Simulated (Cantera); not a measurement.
**Adiabatic ignition**

An adiabatic, constant-volume homogeneous reactor starts with 14.5 % CO, 8.55 % H₂, 14.8 % O₂, 55.5 % N₂, 6.67 % H₂O, at 1723 K and 0.700 bar.

Cantera simulation using GRI-Mech 3.0 (53 species, 325 reactions); the numbers are that mechanism's predictions, not measurements.

```
t (s)     T (K)  P (bar)    x CO    x H₂    x O₂     x OH   x H₂O     x N₂O
--------  -----  -------  ------  ------  ------  -------  ------  --------
5.00e-6    1723    0.700   0.145  0.0854   0.148  1.58e-5  0.0667  2.94e-11
1.52e-5    1761    0.714   0.136  0.0281   0.109   0.0129   0.104   3.02e-8
4.60e-5    2147    0.854  0.0746  0.0201  0.0683   0.0242   0.105   1.10e-7
0.000140   2597     1.00  0.0669  0.0148  0.0625   0.0283   0.124   2.86e-7
0.000423   2796     1.06  0.0590  0.0117  0.0577   0.0274   0.133   6.49e-7
0.00128    2791     1.06  0.0588  0.0118  0.0548   0.0267   0.133   6.93e-7
0.00389    2786     1.06  0.0587  0.0118  0.0524   0.0260   0.134   7.64e-7
0.0118     2785     1.06  0.0587  0.0118  0.0522   0.0260   0.134   7.72e-7
0.0358     2785     1.06  0.0587  0.0118  0.0522   0.0260   0.134   7.72e-7
0.109      2785     1.06  0.0587  0.0118  0.0522   0.0260   0.134   7.72e-7
0.330      2785     1.06  0.0587  0.0118  0.0522   0.0260   0.134   7.72e-7
1.00       2785     1.06  0.0587  0.0118  0.0522   0.0260   0.134   7.72e-7
```
x: mole fraction; the columns are a selection and need not sum to one.

```
Property                                                          Result
---------------------------------  -------------------------------------
time of steepest temperature rise                                17.6 µs
temperature at 1.00 s                                             2785 K
equilibrium temperature                                           2785 K
x(CO) at 1.00 s                    0.0587 (gas-phase equilibrium 0.0587)
x(H₂) at 1.00 s                    0.0118 (gas-phase equilibrium 0.0118)
x(O₂) at 1.00 s                    0.0522 (gas-phase equilibrium 0.0522)
```
